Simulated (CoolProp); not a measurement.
Values from CoolProp's reference Helmholtz-energy equation of state, Span 1996.

Problem. For carbon dioxide, give the phase and the cp (kJ/(kg K)), speed of sound (m/s) at 190.05 °C and 0.101 MPa.

Solution. 
- 190.05 °C and 0.101 MPa: gas; cp 0.990, speed of sound 329
